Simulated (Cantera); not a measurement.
Input (Python, Cantera):

```python
import numpy as np
import cantera as ct

gas = ct.Solution("gri30.yaml")
gas.TPX = 1823, 100000, {'CH4': 1, 'H2O': 0.98, 'H2': 0.43}
reactor = ct.IdealGasConstPressureReactor(gas, energy="off", clone=False)
net = ct.ReactorNet([reactor])
net.rtol, net.atol = 1e-08, 1e-18
show = ['CH4', 'H2O', 'H2', 'HCO', 'C2H', 'HO2', 'CH2CO']
times = np.geomspace(1e-05, 5, 15)

steps = ct.SolutionArray(gas, extra=["t"])
rows = []
print(f"{'t/s':>10s}{'T/K':>9s}{'P/Pa':>11s}" + "".join(f"{s:>11s}" for s in show))
for t in times:
    while net.time < t:
        t_next = net.step()
        steps.append(gas.state, t=t_next)
    rows.append([np.interp(t, steps.t, y) for y in (steps.T, steps.P, *steps(*show).X.T)])
    print(f"{t:10.3e}{rows[-1][0]:9.1f}{rows[-1][1]:11.4g}" + "".join(f"{x:11.3e}" for x in rows[-1][2:]))
rate = np.gradient(steps.T, steps.t)
print("integrator steps:", len(steps.t))
if steps.T.max() > steps.T[0] + 200:
    print(f"time of steepest temperature rise: {steps.t[rate.argmax()]:.4e} s")
gas.TPX = 1823, 100000, {'CH4': 1, 'H2O': 0.98, 'H2': 0.43}
gas.equilibrate("TP")
print(f"equilibrium (TP): T = {gas.T:.1f} K  " + "  ".join(f"{s} {gas[s].X[0]:.3e}" for s in show))
```

It prints:

```
       t/s      T/K       P/Pa        CH4        H2O         H2        HCO        C2H        HO2      CH2CO
 1.000e-05   1823.0      1e+05  4.132e-01  4.063e-01  1.790e-01  2.903e-10  3.362e-13  5.276e-14  2.495e-12
 2.553e-05   1823.0      1e+05  4.101e-01  4.059e-01  1.806e-01  5.905e-09  3.575e-11  2.714e-13  5.680e-10
 6.518e-05   1823.0      1e+05  3.994e-01  4.042e-01  1.877e-01  4.267e-08  1.858e-09  7.433e-13  7.057e-08
 1.664e-04   1823.0      1e+05  3.666e-01  3.968e-01  2.150e-01  7.653e-08  3.172e-08  1.089e-12  2.978e-06
 4.249e-04   1823.0      1e+05  2.994e-01  3.766e-01  2.789e-01  6.010e-08  1.589e-07  1.113e-12  2.450e-05
 1.085e-03   1823.0      1e+05  2.086e-01  3.466e-01  3.687e-01  3.961e-08  3.519e-07  1.028e-12  5.594e-05
 2.770e-03   1823.0      1e+05  1.216e-01  3.159e-01  4.555e-01  2.388e-08  5.230e-07  9.436e-13  7.385e-05
 7.071e-03   1823.0      1e+05  6.144e-02  2.866e-01  5.212e-01  1.467e-08  6.322e-07  9.199e-13  7.758e-05
 1.805e-02   1823.0      1e+05  3.301e-02  2.514e-01  5.681e-01  1.257e-08  6.340e-07  8.005e-13  6.662e-05
 4.609e-02   1823.0      1e+05  2.362e-02  2.006e-01  6.125e-01  1.652e-08  5.098e-07  4.998e-13  4.352e-05
 1.177e-01   1823.0      1e+05  1.761e-02  1.380e-01  6.625e-01  2.408e-08  3.396e-07  2.210e-13  2.090e-05
 3.004e-01   1823.0      1e+05  1.159e-02  8.054e-02  7.084e-01  3.268e-08  1.942e-07  7.163e-14  7.457e-06
 7.671e-01   1823.0      1e+05  6.904e-03  4.030e-02  7.405e-01  3.966e-08  9.827e-08  1.747e-14  2.112e-06
 1.958e+00   1823.0      1e+05  4.000e-03  1.754e-02  7.588e-01  4.398e-08  4.611e-08  3.275e-15  5.541e-07
 5.000e+00   1823.0      1e+05  2.435e-03  6.535e-03  7.677e-01  4.617e-08  2.161e-08  4.528e-16  1.761e-07
integrator steps: 1597
equilibrium (TP): T = 1823.0 K  CH4 1.324e-03  H2O 1.392e-05  H2 7.732e-01  HCO 4.751e-08  C2H 7.622e-09  HO2 2.064e-21  CH2CO 6.052e-08
```

Cantera simulation using GRI-Mech 3.0 (53 species, 325 reactions); the numbers are that mechanism's predictions, not measurements.
